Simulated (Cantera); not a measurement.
Cantera run:

```python
import numpy as np
import cantera as ct

gas_names = """
    AL ALH ALI ALI3 ALN AL2 AL2I6 H HI H2 I I2 N NH NH2 NH3 N2 N2H2 N2H4
""".split()
cond_names = """
    AL(cr) AL(L) ALI3(s) ALI3(L) ALN(s) I2(cr) I2(L)
""".split()


# ... load() reads the species with a 1 bar reference pressure and builds the phases ...
atoms = {
    'AlI3': {'AL': 1, 'I': 3},
    'N2': {'N': 2},
    'H2': {'H': 2},
}
top_T = {'ALN(s)': 2750}  # K; cautious upper limits of use, not melting points


# ... equilibrate(T, P, feed) seeds the gas with the atoms and calls Mixture.equilibrate('TP', solver="vcs", rtol=1e-11, max_steps=5000) ...
results = []
T = 1598.15  # K
P = 1333.22  # Pa
for m in [6.1, 7.8, 9.9, 13, 16, 20, 26, 33, 42, 54, 68, 87, 110]:
    feed = {'AlI3': 1, 'N2': 1.7, 'H2': m}  # mol
    mix = equilibrate(T, P, feed)
    results.append((T, P, feed, dict(zip(mix.species_names, mix.species_moles))))
    x = sorted(zip(gas.X, gas.species_names), reverse=True)
    print(f"T = {T:g} K  P = {P:g} Pa  n(H2) = {m:g} mol  gas = {mix.phase_moles(0):.4g} mol")
    print("   x: " + "  ".join(f"{s} {v:.3e}" for v, s in x if v > 0.001))
    print("   condensed (mol): " + ("  ".join(f"{mix.phase(i).name} {mix.phase_moles(i):.4g}"
          for i in range(1, mix.n_phases) if mix.phase_moles(i) > 1e-12) or "none"))
```

Output:

```
T = 1598.15 K  P = 1333.22 Pa  n(H2) = 6.1 mol  gas = 10.28 mol
   x: H2 5.729e-01  I 2.107e-01  N2 1.363e-01  HI 4.022e-02  ALI 3.868e-02
   condensed (mol): ALN(s) 0.5962
T = 1598.15 K  P = 1333.22 Pa  n(H2) = 7.8 mol  gas = 11.99 mol
   x: H2 6.325e-01  I 1.780e-01  N2 1.178e-01  HI 3.569e-02  ALI 3.514e-02
   condensed (mol): ALN(s) 0.5741
T = 1598.15 K  P = 1333.22 Pa  n(H2) = 9.9 mol  gas = 14.1 mol
   x: H2 6.863e-01  I 1.490e-01  N2 1.011e-01  ALI 3.175e-02  HI 3.112e-02
   condensed (mol): ALN(s) 0.5488
T = 1598.15 K  P = 1333.22 Pa  n(H2) = 13 mol  gas = 17.22 mol
   x: H2 7.419e-01  I 1.197e-01  N2 8.379e-02  ALI 2.803e-02  HI 2.600e-02
   condensed (mol): ALN(s) 0.515
T = 1598.15 K  P = 1333.22 Pa  n(H2) = 16 mol  gas = 20.23 mol
   x: H2 7.795e-01  I 1.003e-01  N2 7.202e-02  ALI 2.533e-02  HI 2.233e-02
   condensed (mol): ALN(s) 0.4857
T = 1598.15 K  P = 1333.22 Pa  n(H2) = 20 mol  gas = 24.25 mol
   x: H2 8.152e-01  I 8.220e-02  N2 6.081e-02  ALI 2.259e-02  HI 1.871e-02
   condensed (mol): ALN(s) 0.4508
T = 1598.15 K  P = 1333.22 Pa  n(H2) = 26 mol  gas = 30.28 mol
   x: H2 8.511e-01  I 6.438e-02  N2 4.946e-02  ALI 1.962e-02  HI 1.498e-02
   condensed (mol): ALN(s) 0.405
T = 1598.15 K  P = 1333.22 Pa  n(H2) = 33 mol  gas = 37.3 mol
   x: H2 8.784e-01  I 5.112e-02  N2 4.076e-02  ALI 1.716e-02  HI 1.208e-02
   condensed (mol): ALN(s) 0.3591
T = 1598.15 K  P = 1333.22 Pa  n(H2) = 42 mol  gas = 46.33 mol
   x: H2 9.015e-01  I 4.018e-02  N2 3.336e-02  ALI 1.491e-02  HI 9.620e-03
   condensed (mol): ALN(s) 0.3085
T = 1598.15 K  P = 1333.22 Pa  n(H2) = 54 mol  gas = 58.37 mol
   x: H2 9.212e-01  I 3.105e-02  N2 2.697e-02  ALI 1.281e-02  HI 7.514e-03
   condensed (mol): ALN(s) 0.2515
T = 1598.15 K  P = 1333.22 Pa  n(H2) = 68 mol  gas = 72.4 mol
   x: H2 9.360e-01  I 2.437e-02  N2 2.213e-02  ALI 1.110e-02  HI 5.946e-03
   condensed (mol): ALN(s) 0.1953
T = 1598.15 K  P = 1333.22 Pa  n(H2) = 87 mol  gas = 91.44 mol
   x: H2 9.489e-01  I 1.871e-02  N2 1.787e-02  ALI 9.489e-03  HI 4.597e-03
   condensed (mol): ALN(s) 0.1315
T = 1598.15 K  P = 1333.22 Pa  n(H2) = 110 mol  gas = 114.5 mol
   x: H2 9.588e-01  N2 1.455e-02  I 1.449e-02  ALI 8.138e-03  HI 3.577e-03
   condensed (mol): ALN(s) 0.06727
```

These are equilibrium values from Cantera (NASA tables, ideal gas, pure condensed phases), not measurements of a reactor.
